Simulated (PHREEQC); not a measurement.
Hard or scaling water

Dissolve 3.7e-06 mol Ca(HCO3)2, 0.0011 mol NaF and 0.00049 mol NaCl per kg of water at 50 °C. Closed to the air; pH follows from the charge balance.

All values are PHREEQC results (ion-association model, phreeqc.dat), not measurements.

No solid was allowed to form.

Estimate the pH.

pH 7.22.

In which forms is C present?

HCO3- 90 %, CO2 10 % of the C.

Away from 25 °C the constants follow the database's enthalpies or fits; those with neither stay at their 25 °C values.
